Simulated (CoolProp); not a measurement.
Properties of cis-2-butene at several states.

The numbers come from the reference Helmholtz-energy equation of state, Lemmon 2005 in CoolProp. It is a short technical equation, of lower accuracy than the large ones.

| T (°C) | p (kPa) | phase | cp (kJ/(kg K)) | expansivity (1/kK) |
|---|---|---|---|---|
| 108.45 | 16300 | liquid | 2.506 | 2.132 |
| 98.25 | 11900 | liquid | 2.504 | 2.273 |
| -9.75 | 68.8 | liquid | 2.113 | 1.680 |
